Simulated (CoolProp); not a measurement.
Isobutane at several states: Z from the reference equation and from simpler models built on Tc = 407.8 K, pc = 36.29 bar, ω = 0.184; each cubic takes its own stable root.

Values from CoolProp's reference Helmholtz-energy equation of state, Bücker 2006.

```json
[
 {"T (K)": "427.4", "p (bar)": "58.1", "phase": "supercritical", "reference": "0.3052", "van der Waals": "[?]", "Redlich-Kwong": "0.3469", "Soave-Redlich-Kwong": "0.3612", "Peng-Robinson": "0.3319"},
 {"T (K)": "474.8", "p (bar)": "0.183", "phase": "gas", "reference": "0.9990", "van der Waals": "0.9990", "Redlich-Kwong": "0.9989", "Soave-Redlich-Kwong": "0.9990", "Peng-Robinson": "0.9988"},
 {"T (K)": "433.8", "p (bar)": "14.7", "phase": "gas", "reference": "0.8788", "van der Waals": "[?]", "Redlich-Kwong": "0.8759", "Soave-Redlich-Kwong": "0.8792", "Peng-Robinson": "0.8654"},
 {"T (K)": "211.7", "p (bar)": "67.2", "phase": "liquid", "reference": "0.3406", "van der Waals": "0.5361", "Redlich-Kwong": "0.3663", "Soave-Redlich-Kwong": "0.3623", "Peng-Robinson": "[?]"},
 {"T (K)": "433", "p (bar)": "19.3", "phase": "gas", "reference": "0.8349", "van der Waals": "[?]", "Redlich-Kwong": "0.8313", "Soave-Redlich-Kwong": "0.8359", "Peng-Robinson": "0.8182"},
 {"T (K)": "245.9", "p (bar)": "1.29", "phase": "liquid", "reference": "0.006004", "van der Waals": "0.9650", "Redlich-Kwong": "[?]", "Soave-Redlich-Kwong": "[?]", "Peng-Robinson": "0.005658"}
]
```

Problem. Some entries are withheld; supply them.

Solution. 
- 427.4, van der Waals: 0.3860
- 433.8, van der Waals: 0.8864
- 211.7, Peng-Robinson: 0.3224
- 433, van der Waals: 0.8444
- 245.9, Redlich-Kwong: 0.006511
- 245.9, Soave-Redlich-Kwong: 0.006389

At some of these states van der Waals gives the other phase, because its saturation line lies elsewhere.
